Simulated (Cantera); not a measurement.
Cantera run:

```python
import numpy as np
import cantera as ct

gas_names = """
    AL ALH ALN ALO ALOH ALO2 ALO2H AL2 AL2O AL2O2 H HALO HNO HNO2 HNO3 HO2 H2 H2O H2O2 N NH NH2 NH3
    NH2OH NO NO2 NO3 N2 N2H2 N2H4 N2O O OH O2 O3
""".split()
cond_names = """
    AL(cr) AL(L) ALN(s) AL2O3(a) AL2O3(L) H2O(s) H2O(L)
""".split()


# ... load() reads the species with a 1 bar reference pressure and builds the phases ...
atoms = {
    'Al': {'AL': 1},
    'NH3': {'N': 1, 'H': 3},
    'H2': {'H': 2},
    'N2O': {'N': 2, 'O': 1},
}
top_T = {'ALN(s)': 2750}  # K; cautious upper limits of use, not melting points


# ... equilibrate(T, P, feed) seeds the gas with the atoms and calls Mixture.equilibrate('TP', solver="vcs", rtol=1e-11, max_steps=5000) ...
results = []
feed = {'Al': 1, 'NH3': 24, 'H2': 380, 'N2O': 0.54}  # mol
T = 675  # K
P = 100000  # Pa
mix = equilibrate(T, P, feed)
results.append((T, P, feed, dict(zip(mix.species_names, mix.species_moles))))
print(gas.report(threshold=0.0001))
for i in range(1, mix.n_phases):
    print(f"{mix.phase(i).name:16s} {mix.phase_moles(i):12.5e} mol")
```

Result:

```
       temperature   675 K
          pressure   1e+05 Pa
           density   0.049243 kg/m^3
  mean mol. weight   2.7636 kg/kmol
   phase of matter   gas

                          1 kg             1 kmol
                     ---------------   ---------------
          enthalpy        3.9572e+06        1.0936e+07  J
   internal energy        1.9265e+06        5.3241e+06  J
           entropy             57013        1.5756e+05  J/K
    Gibbs function       -3.4527e+07       -9.5419e+07  J
 heat capacity c_p             10630             29377  J/K
 heat capacity c_v            7621.3             21062  J/K

                      mass frac. Y      mole frac. X     chem. pot. / RT
                     ---------------   ---------------   ---------------
                H2           0.70786           0.97037           -16.656
               NH3          0.012799          0.002077           -38.759
                N2           0.27934          0.027558            -27.55
     [  +32 minor]        3.3758e-09        5.1788e-10

AL(cr)            0.00000e+00 mol
ALN(s)            6.40000e-01 mol
AL2O3(a)          1.80000e-01 mol
```

Cantera equilibrium calculation (NASA polynomials, part measured and part estimated; ideal gas, pure solids and liquids).
